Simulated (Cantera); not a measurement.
Gas mixture: H2O = 0.49 (molar parts), at 0.338 Torr, frozen composition.

Cantera's kinetic-theory transport with the Lennard-Jones parameters of GRI-Mech 3.0, ideal gas; thermal conductivity in the mixture-averaged form. Polar gases are described roughly by these parameters.

One state of this run: ρ (kg/m³) = 5.42e-5; cp (J/kg/K) = 2784; μ (µPa s) = 62.6; λ (mW/m/K) = 242; Pr = 0.719; D (cm²/s) CH3 = 13500; D (cm²/s) H2 = 43300; D (cm²/s) NO = 12600. D: mixture-averaged diffusion coefficient of that species in the mixture.

Task: Which value of T (K) does it belong to?
A. 1600
B. 800
C. 600
D. 1800

Result: D, 1800
